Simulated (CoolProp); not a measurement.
Model: reference Helmholtz-energy equation of state, Lemmon 2006, in CoolProp. It is a short technical equation, of lower accuracy than the large ones.

Q: Give the vapour pressure (MPa), liquid density (kg/m³), vapour density (kg/m³), enthalpy of vaporisation (kJ/kg) of saturated nitrous oxide at 242, 257.3, 262.4 K.

A: 
| T (K) | p (MPa) | liquid density (kg/m³) | vapour density (kg/m³) | enthalpy of vaporisation (kJ/kg) |
|---|---|---|---|---|
| 242 | 1.27 | 1040 | 32.8 | 297 |
| 257.3 | 2.03 | 981 | 53.1 | 268 |
| 262.4 | 2.34 | 958 | 61.9 | 258 |
